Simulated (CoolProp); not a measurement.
Vapour-liquid equilibrium of fluoroethane (R161) (1) + R227EA (2) at 34.65 °C; x and y are mole fractions of (1).

Computed with CoolProp (multi-fluid Helmholtz-energy mixture model, Wu 2012 and Lemmon 2016; pair parameters Bell 2016).

**Question.** Give the bubble pressure and the first vapour's composition at x = 0.125, 0.5, 0.875. Is there an azeotrope?

**Answer.** x = 0.125: 618.8 kPa, y = 0.150; x = 0.5: 796.8 kPa, y = 0.645; x = 0.875: 1089 kPa, y = 0.938. No azeotrope shows between x = 0.05 and 0.95.

The pair parameters rest on a limited set of measurements; away from them the model extrapolates.
